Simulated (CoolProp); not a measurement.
Vapour-liquid equilibrium of propane (1) + cyclopropane (2) at 1.48 MPa; x and y are mole fractions of (1).

Model: multi-fluid Helmholtz-energy mixture model, Lemmon 2009 and Polt 1992; pair parameters Bell 2016, in CoolProp. This equation is an older, rougher fit; its heat capacities, sound speeds and derivatives of the liquid may be far off and weren't checked against measurements.

```tsv
x	bubble temperature, mixture model (°C)	bubble temperature, Raoult's law (°C)	y, mixture model	y, Raoult's law
0.05	53.1	53.6	0.067	0.062
0.15	?	52.4	?	0.183
0.25	49.3	51.3	0.303	0.297
0.35	?	50.1	0.406	0.406
0.45	46.5	49.0	0.502	0.510
0.55	45.5	48.0	?	0.609
0.65	44.6	46.9	0.680	0.703
0.75	44.0	45.9	0.768	0.793
0.85	?	44.9	0.857	0.879
0.95	43.4	43.9	0.950	0.961
```

Question: What belongs in the gaps?

Answer: 
- 0.15, bubble temperature, mixture model (°C): 51.1
- 0.15, y, mixture model: 0.191
- 0.35, bubble temperature, mixture model (°C): 47.8
- 0.55, y, mixture model: 0.593
- 0.85, bubble temperature, mixture model (°C): 43.6

The largest gap from Raoult's law is -2.5 K in bubble temperature, at x = 0.45. No azeotrope shows between x = 0.05 and 0.95.

The pair parameters rest on a limited set of measurements; away from them the model extrapolates.
